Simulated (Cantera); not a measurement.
Thermodynamics of thermal oxidation and active oxidation of silicon, feed Si + H2O + N2

Charge: 1 mol Si, 0.0028 mol H2O, 16 mol N2, equilibrated at 0.00470 bar.

Equilibrium computed with Cantera from the NASA thermochemical tables; the gas is ideal and each condensed phase is pure. Candidate condensed phases: H2O, Si, SiO2, Si2N2O, Si3N4; 35 gas species. N2 is the only nitrogen source here; it is nearly inert below about 1500 K, so the nitride shown seldom forms there in practice. Mutual solubility and eutectic melting of coexisting phases are not modelled. The tables' values for SiN are old estimates; treat these amounts as uncertain. Kinetics and transport are ignored.

From 998 K to 1498 K the condensed part is Si2N2O(s) + Si3N4(s). From 1598 K to 1698 K the condensed part is Si3N4(s). From 1798 K to 2098 K the condensed part is Si(l). At 2198 K nothing is condensed.

```tsv
T (K)	log p N2	log p Si	log p Si2	log p SiN	n Si2N2O(s)	n Si3N4(s)	n Si(l)
998	-2.33	<-14	<-14	<-14	0.00280	0.331	0
1098	-2.33	<-14	<-14	<-14	0.00280	0.331	0
1198	-2.33	<-14	<-14	<-14	0.00280	0.331	0
1298	-2.33	-13.06	<-14	-13.68	0.00280	0.331	0
1398	-2.33	-11.06	<-14	-11.92	0.00278	0.331	0
1498	-2.33	-9.34	-13.58	-10.39	0.00223	0.332	0
1598	-2.33	-7.84	-11.25	-9.06	0	0.332	0
1698	-2.33	-6.51	-9.20	-7.89	0	0.332	0
1798	-2.33	-5.51	-7.73	-7.03	0	0	0.985
1898	-2.33	-4.91	-7.01	-6.55	0	0	0.951
1998	-2.33	-4.37	-6.36	-6.12	0	0	0.837
2098	-2.34	-3.88	-5.77	-5.74	0	0	0.502
2198	-2.35	-3.58	-5.52	-5.53	0	0	0
```
log p: log10 of the partial pressure in bar; n: condensed amount in mol.
